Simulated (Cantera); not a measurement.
A closed system holds: 1 mol MgO, 3.3 mol C, 0.2 mol H2, held at 70.0 mbar.

These are equilibrium values from Cantera (NASA tables, ideal gas, pure condensed phases), not measurements of a reactor. Candidate condensed phases: C, C6H6, C7H8, C8H18, H2O, Mg, MgCO3, MgO, Mg(OH)2; 116 gas species. Rates play no part.

Task: Which condensed phases are stable at each of these points (T (°C)): 600, 675, 750, 825, 900, 975, 1050, 1125, 1200, 1275, 1350, 1425, 1500, 1575?

Result: 
```json
[
 {"T (°C)": "600", "condensed phases": "C(graphite) + MgO(s)", "Mg condensed (%)": "100.0"},
 {"T (°C)": "675", "condensed phases": "C(graphite) + MgO(s)", "Mg condensed (%)": "100.0"},
 {"T (°C)": "750", "condensed phases": "C(graphite) + MgO(s)", "Mg condensed (%)": "100.0"},
 {"T (°C)": "825", "condensed phases": "C(graphite) + MgO(s)", "Mg condensed (%)": "100.0"},
 {"T (°C)": "900", "condensed phases": "C(graphite) + MgO(s)", "Mg condensed (%)": "100.0"},
 {"T (°C)": "975", "condensed phases": "C(graphite) + MgO(s)", "Mg condensed (%)": "100.0"},
 {"T (°C)": "1050", "condensed phases": "C(graphite) + MgO(s)", "Mg condensed (%)": "100.0"},
 {"T (°C)": "1125", "condensed phases": "C(graphite) + MgO(s)", "Mg condensed (%)": "100.0"},
 {"T (°C)": "1200", "condensed phases": "C(graphite) + MgO(s)", "Mg condensed (%)": "99.9"},
 {"T (°C)": "1275", "condensed phases": "C(graphite) + MgO(s)", "Mg condensed (%)": "99.5"},
 {"T (°C)": "1350", "condensed phases": "C(graphite) + MgO(s)", "Mg condensed (%)": "98.3"},
 {"T (°C)": "1425", "condensed phases": "C(graphite) + MgO(s)", "Mg condensed (%)": "93.6"},
 {"T (°C)": "1500", "condensed phases": "C(graphite)", "Mg condensed (%)": "0.0"},
 {"T (°C)": "1575", "condensed phases": "C(graphite)", "Mg condensed (%)": "0.0"}
]
```

From 600 °C to 1425 °C the condensed part is C(graphite) + MgO(s). From 1500 °C to 1575 °C the condensed part is C(graphite).
